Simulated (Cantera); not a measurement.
Feed: 1 mol KCl, a varied amount of N2, equilibrated at 12.8 Torr.

These are equilibrium values from Cantera (NASA tables, ideal gas, pure condensed phases), not measurements of a reactor. Candidate condensed phases: K, KCl; 8 gas species. Kinetics and transport are ignored.

Stable condensed phases, one row left out:

```
T in K \ n(N2) in mol
         0.13 0.48  1.7  6.1   22   79  280
   1975     A    A    A    A    A    A    A
   1875     A    A    A    A    A    A    A
   1775     A    A    A    A    A    A    A
   1675     A    A    A    A    A    A    A
   1575     A    A    A    A    A    A    A
   1475     A    A    A    A    A    A    A
   1375     A    A    A    A    A    A    A
   1175     B    B    A    A    A    A    A
   1075     B    B    B    B    A    A    A
    975     B    B    B    B    B    B    A
    875     B    B    B    B    B    B    B
    775     B    B    B    B    B    B    B
```

A: gas only; B: KCl.

**Question.** Give the row for 1275 K.

**Answer.** 0.13: gas only; 0.48: gas only; 1.7: gas only; 6.1: gas only; 22: gas only; 79: gas only; 280: gas only.
